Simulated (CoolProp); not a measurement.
Saturation properties of nitrous oxide (Tc = 309.5 K, pc = 7245 kPa, ω = 0.161).

Model: reference Helmholtz-energy equation of state, Lemmon 2006, in CoolProp. It is a short technical equation, of lower accuracy than the large ones.

| T (K) | p (kPa) | enthalpy of vaporisation (kJ/kg) | surface tension (mN/m) |
|---|---|---|---|
| 239.2 | 1156 | 301.3 | 11.9 |
| 241.6 | 1252 | 297.3 | 11.4 |
| 244 | 1354 | 293.2 | 10.9 |
| 246.4 | 1461 | 289.0 | 10.4 |
| 248.8 | 1575 | 284.7 | 9.97 |
| 251.2 | 1695 | 280.2 | 9.50 |
| 253.6 | 1821 | 275.7 | 9.03 |
| 256.1 | 1960 | 270.8 | 8.55 |
| 258.5 | 2101 | 265.9 | 8.09 |
| 260.9 | 2248 | 260.9 | 7.63 |
| 263.3 | 2403 | 255.8 | 7.18 |
| 265.7 | 2566 | 250.5 | 6.73 |
| 268.1 | 2736 | 245.0 | 6.29 |
| 270.5 | 2915 | 239.2 | 5.86 |
| 272.9 | 3102 | 233.3 | 5.42 |

It boils at 184.7 K under 1 atm.

Surface tension comes from a separate correlation (Mulero 2012).
